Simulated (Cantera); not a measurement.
A Cantera script and its output.

```python
import numpy as np
import cantera as ct

gas = ct.Solution("gri30.yaml")
gas.TPX = 1100, 38000, {'H2': 1.7, 'O2': 1, 'N2': 2.8}
reactor = ct.IdealGasConstPressureReactor(gas, energy="off", clone=False)
net = ct.ReactorNet([reactor])
net.rtol, net.atol = 1e-08, 1e-18
show = ['H2', 'O2', 'O', 'OH', 'NO', 'H']
times = np.geomspace(3e-05, 40, 14)

steps = ct.SolutionArray(gas, extra=["t"])
rows = []
print(f"{'t/s':>10s}{'T/K':>9s}{'P/Pa':>11s}" + "".join(f"{s:>11s}" for s in show))
for t in times:
    while net.time < t:
        t_next = net.step()
        steps.append(gas.state, t=t_next)
    rows.append([np.interp(t, steps.t, y) for y in (steps.T, steps.P, *steps(*show).X.T)])
    print(f"{t:10.3e}{rows[-1][0]:9.1f}{rows[-1][1]:11.4g}" + "".join(f"{x:11.3e}" for x in rows[-1][2:]))
rate = np.gradient(steps.T, steps.t)
print("integrator steps:", len(steps.t))
if steps.T.max() > steps.T[0] + 200:
    print(f"time of steepest temperature rise: {steps.t[rate.argmax()]:.4e} s")
gas.TPX = 1100, 38000, {'H2': 1.7, 'O2': 1, 'N2': 2.8}
gas.equilibrate("TP")
print(f"equilibrium (TP): T = {gas.T:.1f} K  " + "  ".join(f"{s} {gas[s].X[0]:.3e}" for s in show))
```

It prints:

```
       t/s      T/K       P/Pa         H2         O2          O         OH         NO          H
 3.000e-05   1100.0    3.8e+04  3.091e-01  1.818e-01  3.854e-09  1.679e-09  3.622e-20  2.920e-08
 8.877e-05   1100.0    3.8e+04  3.091e-01  1.818e-01  1.610e-06  7.037e-07  4.608e-15  1.208e-05
 2.627e-04   1100.0    3.8e+04  3.305e-02  5.137e-02  3.866e-03  3.171e-03  3.154e-06  2.643e-02
 7.773e-04   1100.0    3.8e+04  3.523e-03  3.380e-02  1.976e-04  4.820e-04  3.699e-06  3.964e-04
 2.300e-03   1100.0    3.8e+04  7.358e-04  3.256e-02  2.087e-05  1.267e-04  3.662e-06  1.965e-05
 6.806e-03   1100.0    3.8e+04  1.598e-04  3.232e-02  2.625e-06  4.586e-05  3.541e-06  1.522e-06
 2.014e-02   1100.0    3.8e+04  2.482e-05  3.226e-02  3.874e-07  2.086e-05  3.434e-06  1.099e-07
 5.959e-02   1100.0    3.8e+04  1.808e-06  3.225e-02  8.281e-08  1.093e-05  3.519e-06  5.013e-09
 1.763e-01   1100.0    3.8e+04  1.151e-07  3.225e-02  2.408e-08  5.993e-06  3.652e-06  3.257e-10
 5.218e-01   1100.0    3.8e+04  2.920e-08  3.226e-02  7.927e-09  3.433e-06  3.693e-06  5.660e-11
 1.544e+00   1100.0    3.8e+04  1.030e-08  3.226e-02  2.770e-09  2.027e-06  3.700e-06  1.233e-11
 4.568e+00   1100.0    3.8e+04  5.168e-09  3.226e-02  1.134e-09  1.295e-06  3.697e-06  4.073e-12
 1.352e+01   1100.0    3.8e+04  4.412e-09  3.226e-02  7.588e-10  1.059e-06  3.691e-06  2.865e-12
 4.000e+01   1100.0    3.8e+04  4.384e-09  3.226e-02  7.348e-10  1.042e-06  3.691e-06  2.802e-12
integrator steps: 1924
equilibrium (TP): T = 1100.0 K  H2 4.381e-09  O2 3.224e-02  O 7.317e-10  OH 1.040e-06  NO 2.928e-05  H 2.794e-12
```

Cantera simulation using GRI-Mech 3.0 (53 species, 325 reactions); the numbers are that mechanism's predictions, not measurements. The temperature is held fixed by assumption; the heat of reaction is taken as removed at once.
